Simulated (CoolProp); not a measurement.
Vapour-liquid equilibrium of cyclohexane (1) + benzene (2) at 18.7 kPa; x and y are mole fractions of (1).

The numbers come from the multi-fluid Helmholtz-energy mixture model, Zhou 2014 and Thol 2012; pair parameters Bell 2016 in CoolProp.

Problem. Give the bubble temperature and the first vapour's composition at x = 0.05, 0.2, 0.5. Is there an azeotrope?

Solution. x = 0.05: 32.9 °C, y = 0.078; x = 0.2: 31.5 °C, y = 0.253; x = 0.5: 30.7 °C, y = 0.498. y crosses x between x = 0.35 and 0.5: the model has an azeotrope there.

Pair parameters are fitted to limited data, so mixtures are less certain than the pure fluids.
